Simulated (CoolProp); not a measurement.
A simple Rankine cycle with n-butane: condensing at 291.15 K, boiler at 0.561 MPa, turbine inlet 477.9 K, turbine efficiency 0.75, pump efficiency 0.6, no recuperator. Each further row changes one setting.

Values from CoolProp's reference Helmholtz-energy equation of state, Bücker 2006.

```json
[
 {"case": "as stated", "thermal efficiency (%)": "[?]", "net work (kJ/kg)": "50.3", "heat in (kJ/kg)": "756", "turbine exit temperature (K)": "[?]", "volume ratio over the turbine": "2.80"},
 {"case": "turbine inlet 497.9 K", "thermal efficiency (%)": "6.5", "net work (kJ/kg)": "52.7", "heat in (kJ/kg)": "807", "turbine exit temperature (K)": "474.6", "volume ratio over the turbine": "2.80"},
 {"case": "condensing temperature 283.15 K", "thermal efficiency (%)": "8.1", "net work (kJ/kg)": "62.9", "heat in (kJ/kg)": "775", "turbine exit temperature (K)": "449.0", "volume ratio over the turbine": "[?]"},
 {"case": "boiler pressure 0.393 MPa", "thermal efficiency (%)": "[?]", "net work (kJ/kg)": "[?]", "heat in (kJ/kg)": "759", "turbine exit temperature (K)": "462.6", "volume ratio over the turbine": "1.98"},
 {"case": "turbine efficiency 0.65", "thermal efficiency (%)": "5.7", "net work (kJ/kg)": "43.4", "heat in (kJ/kg)": "756", "turbine exit temperature (K)": "[?]", "volume ratio over the turbine": "2.82"}
]
```

Question: Some entries are withheld; supply them.

Answer: 
- as stated, thermal efficiency (%): 6.7
- as stated, turbine exit temperature (K): 454.6
- condensing temperature 283.15 K, volume ratio over the turbine: 3.63
- boiler pressure 0.393 MPa, thermal efficiency (%): 4.5
- boiler pressure 0.393 MPa, net work (kJ/kg): 34.1
- turbine efficiency 0.65, turbine exit temperature (K): 457.5
